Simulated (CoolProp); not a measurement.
Properties of R134a at several states.

Values from CoolProp's reference Helmholtz-energy equation of state, Tillner-Roth 1994.

| T (°C) | p (MPa) | phase | viscosity (µPa s) | fugacity coefficient |
|---|---|---|---|---|
| 130.65 | 0.0215 | gas | 15.8 | 0.9986 |
| 72.85 | 7.59 | liquid | [?] | [?] |
| 152.55 | 3.35 | gas | 18.5 | [?] |

Task: Fill in the missing entries.

Result: 
- 72.85, viscosity (µPa s): 126
- 72.85, fugacity coefficient: 0.2652
- 152.55, fugacity coefficient: 0.8263

Viscosity comes from a separate model (Huber 2003), an estimate that may be off by 10 % or more.
